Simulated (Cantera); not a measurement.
Input: 1 mol Si2H6, 4.5 mol N2O, 1.2 mol CO2, at 0.100 bar.

Equilibrium computed with Cantera from the NASA thermochemical tables; the gas is ideal and each condensed phase is pure. Candidate condensed phases: C, C6H6, C7H8, C8H18, H2O, Si, SiC, SiO2, Si2N2O, Si3N4; 151 gas species. The feed counts by its element totals alone. The tables hold silica as quartz up to 1696 K and as liquid above; real silica turns to tridymite and cristobalite and melts near 1996 K. Gases not in the tables: Si(OH)4. The numbers say what is thermodynamically allowed, not how fast it happens. All values below are at 1948 K.

Base state: N2 0.517, H2 0.173, H2O 0.170, CO 0.113, CO2 0.0252, H 0.00149, SiO 0.000318, OH 0.000132 (mole fractions); condensed: SiO2(condensed).

Task: What changes in the equilibrium state with this change: CO2 from 1.2 to 0.38 mol?

Result: 
| species | before | after |
|---|---|---|
| N2 | 0.517 | 0.570 |
| H2 | 0.173 | 0.271 |
| H2O | 0.170 | 0.108 |
| CO | 0.113 | 0.0441 |
| CO2 | 0.0252 | 0.00401 |
| SiO | 0.000318 | 0.000783 |
| OH | 0.000132 | 6.72e-5 |
| H | 0.00149 | 0.00186 |
| SiO2(condensed), mol | 2.00 | 1.99 |

Task: What changes in the equilibrium state with this change: CO2 from 1.2 to 0.11 mol?

Result: 
```csv
species,before,after
N2,0.517,0.590
H2,0.173,0.312
H2O,0.170,0.0803
CO,0.113,0.0136
CO2,0.0252,0.000799
SiO,0.000318,0.00121
OH,0.000132,4.65e-5
H,0.00149,0.00200
"SiO2(condensed), mol",2.00,1.99
```
